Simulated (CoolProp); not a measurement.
Model: reference Helmholtz-energy equation of state, Pan 2012, in CoolProp.

**Question.** Give the vapour pressure (kPa), liquid density (kg/m³), enthalpy of vaporisation (kJ/kg), liquid cp (kJ/(kg K)) of saturated R236FA at 292, 311.7, 351.2 K.

**Answer.** 
```csv
T (K),p (kPa),liquid density (kg/m³),enthalpy of vaporisation (kJ/kg),liquid cp (kJ/(kg K))
292,220,1380,149,1.23
311.7,418,1310,137,1.27
351.2,1190,1150,108,1.43
```
